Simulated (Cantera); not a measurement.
# Adiabatic ignition

An adiabatic, constant-pressure homogeneous reactor starts with CH4 : C2H6 : C3H8 : O2 : N2 : H2O = 1 : 0.11 : 0.07 : 2.79 : 10.5 : 1.1 (molar parts), equivalence ratio 0.98, at 1750 K and 5.00 bar.

Computed with Cantera and GRI-Mech 3.0 (53 species, 325 reactions).

| t (s) | T (K) | x CH4 | x C2H6 | x C3H8 | x OH | x CH3 |
|---|---|---|---|---|---|---|
| 1.00e-6 | 1743 | 0.0636 | 0.00657 | 0.00386 | 3.89e-5 | 0.00145 |
| 3.88e-6 | 1753 | 0.0587 | 0.00524 | 0.00190 | 0.000122 | 0.00297 |
| 1.51e-5 | 2669 | <1e-12 | <1e-12 | <1e-12 | 0.0259 | <1e-12 |
| 5.84e-5 | 2888 | <1e-12 | <1e-12 | <1e-12 | 0.0221 | <1e-12 |
| 0.000227 | 2881 | <1e-12 | <1e-12 | <1e-12 | 0.0213 | <1e-12 |
| 0.000879 | 2874 | <1e-12 | <1e-12 | <1e-12 | 0.0205 | <1e-12 |
| 0.00341 | 2873 | <1e-12 | <1e-12 | <1e-12 | 0.0204 | <1e-12 |
| 0.0132 | 2873 | <1e-12 | <1e-12 | <1e-12 | 0.0204 | <1e-12 |
| 0.0514 | 2873 | <1e-12 | <1e-12 | <1e-12 | 0.0204 | <1e-12 |
| 0.199 | 2873 | <1e-12 | <1e-12 | <1e-12 | 0.0204 | <1e-12 |
| 0.773 | 2873 | <1e-12 | <1e-12 | <1e-12 | 0.0204 | <1e-12 |
| 3.00 | 2873 | <1e-12 | <1e-12 | <1e-12 | 0.0204 | <1e-12 |
x: mole fraction; the columns are a selection and need not sum to one.

The time of steepest temperature rise comes out as 11.0 µs and the temperature at 3.00 s is 2873 K. The equilibrium temperature is 2873 K, the x(CH4) at 3.00 s comes out as <1e-12 (gas-phase equilibrium <1e-12) and the x(C2H6) at 3.00 s is <1e-12 (gas-phase equilibrium <1e-12). The x(C3H8) at 3.00 s is <1e-12 (gas-phase equilibrium <1e-12).
